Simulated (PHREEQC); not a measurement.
A solution holds 0.0015 mol/kgw HF, 0.3 mol/kgw Na2SO4 and 6.7e-05 mol/kgw LiCl, at 25 °C. Closed to the air; pH follows from the charge balance.

The numbers come from PHREEQC with the ion-association model, phreeqc.dat.

Each row changes one thing in this solution. No solid was allowed to form.

| case | pH | ionic strength (mol/kgw) | F- (mol/kgw) | Li+ (mol/kgw) |
|---|---|---|---|---|
| as made | 3.66 | 0.705 | 0.00118 | 5.75e-5 |
| 0.11 mol/kgw NH3 added | 11.14 | 0.708 | 0.00136 | 5.76e-5 |
| diluted 100-fold with water | 4.95 | 0.00889 | 1.47e-5 | 6.64e-7 |
| Na2SO4 left out | 3.15 | 0.000803 | 0.000734 | 6.70e-5 |
| HF from 0.0015 to 0.00135 mol/kgw | 3.70 | 0.705 | 0.00107 | 5.75e-5 |
| Na2SO4 from 0.3 to 0.45 mol/kgw | 3.69 | 1.00 | 0.00117 | 5.61e-5 |

The ionic strength passes 0.7 mol/kgw, the rough limit of the ion-association models, in as made; 0.11 mol/kgw NH3 added; HF from 0.0015 to 0.00135 mol/kgw; Na2SO4 from 0.3 to 0.45 mol/kgw.
